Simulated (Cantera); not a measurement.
Input: 1 mol AlN, 34 mol Cl₂, at 0.0368 Torr.

These are equilibrium values from Cantera (NASA tables, ideal gas, pure condensed phases), not measurements of a reactor. Candidate condensed phases: Al, AlCl₃, AlN; 11 gas species. Kinetics and transport are ignored.

Question: At 1448 K, list the 4 most abundant gas species with their mole fractions, and the condensed phases.

Answer: Cl 0.950, Cl₂ 0.0268, AlCl₃ 0.0154, N₂ 0.00772. Condensed: gas only.
